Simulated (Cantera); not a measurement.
Feed: 1 mol SF6, 0.11 mol H2O, 0.81 mol H2, held at 0.133 bar.

Cantera equilibrium calculation (NASA polynomials, part measured and part estimated; ideal gas, pure solids and liquids). Candidate condensed phases: H2O, H2SO4, S; 43 gas species. The tables' values for S2F2 (SSF2), SF3, SOF2, FS2F (FSSF) are old estimates; treat these amounts as uncertain. Equilibrium is a limit: real reactors are often held back by kinetics, nucleation or transport.

x: gas mole fraction; nothing condenses.

```csv
T (°C),x F,x HF,x S,x SF2,x SF,x S2,x SO
2177,0.544,0.310,0.0139,0.0558,0.0368,0.0207,0.0121
2227,0.562,0.301,0.0191,0.0389,0.0366,0.0252,0.0129
2277,0.575,0.294,0.0248,0.0261,0.0349,0.0283,0.0135
2327,0.585,0.289,0.0311,0.0171,0.0322,0.0299,0.0139
2377,0.591,0.284,?,?,?,0.0302,0.0141
2427,0.595,0.281,0.0450,0.00710,0.0258,0.0296,0.0143
2477,0.598,0.278,0.0524,0.00453,0.0226,0.0282,0.0143
2527,0.599,0.276,0.0599,0.00290,0.0196,0.0262,0.0143
2577,0.600,0.274,0.0675,0.00185,0.0169,0.0239,0.0142
2627,0.600,0.272,0.0749,0.00119,0.0145,0.0214,0.0141
2677,0.599,0.271,?,?,?,?,0.0138
2727,0.599,0.269,0.0887,0.000496,0.0105,0.0164,0.0135
2777,0.598,0.267,0.0950,0.000323,0.00883,0.0141,0.0130
2827,0.597,0.266,0.101,0.000211,0.00744,0.0120,0.0125
```

**Question.** Fill in the missing entries.

**Answer.** 
- 2377, x S: 0.0378
- 2377, x SF2: 0.0111
- 2377, x SF: 0.0291
- 2677, x S: 0.0820
- 2677, x SF2: 0.000766
- 2677, x SF: 0.0123
- 2677, x S2: 0.0189
